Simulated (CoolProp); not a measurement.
Vapour-liquid equilibrium of dimethyl ether (1) + ethanol (2) at 0.00909 MPa; x and y are mole fractions of (1).

Model: multi-fluid Helmholtz-energy mixture model, Wu 2011 and Schroeder 2014; pair parameters Bell 2016, in CoolProp.

```csv
x,bubble temperature (K),y at the bubble point,dew temperature at overall composition x (K),liquid density (mol/L)
0.05,247.3,0.978,299.7,17.91
0.2,221.7,0.998,296.8,18.19
0.35,214.3,0.999,293.3,18.13
0.5,210.7,1.000,289.0,17.98
0.65,208.5,1.000,283.4,17.79
0.8,206.7,1.000,275.1,17.57
0.95,205.0,1.000,256.8,17.31
```

No azeotrope shows between x = 0.05 and 0.95.

Pair parameters are fitted to limited data, so mixtures are less certain than the pure fluids. With so large a gap from Raoult's law the liquid may split in two, which this calculation doesn't test in full.
